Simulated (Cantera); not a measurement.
Input: 1 mol MgCO3, 0.43 mol H2S, 0.048 mol O2, at 873 K and 1.50 bar.

Method: chemical equilibrium by Gibbs-energy minimisation in Cantera with the NASA 1993 tables (ideal gas, pure condensed phases). Candidate condensed phases: C, C6H6, C7H8, C8H18, H2O, H2SO4, Mg, MgCO3, MgO, Mg(OH)2, MgS, MgSO4, S; 130 gas species. Gases not in the tables: S3 to S7. Rates play no part.

Question: What is the equilibrium state?

Answer: 
```
Item                                        Value
--------------------------------------  ---------
x(CO2)                                      0.653
x(H2S)                                      0.203
x(H2O)                                     0.0862
x(S2)                                      0.0340
x(COS)                                     0.0184
x(CO)                                     0.00390
x(H2)                                     0.00138
x(SO2)                                   0.000522
x(S2O)                                   0.000125
n(MgO(s))                                1.00 mol
gas amount                              1.481 mol
log10 activity of S(l) (absent)             -0.61
log10 activity of MgCO3(s) (absent)         -1.97
log10 activity of C(graphite) (absent)      -3.40
```
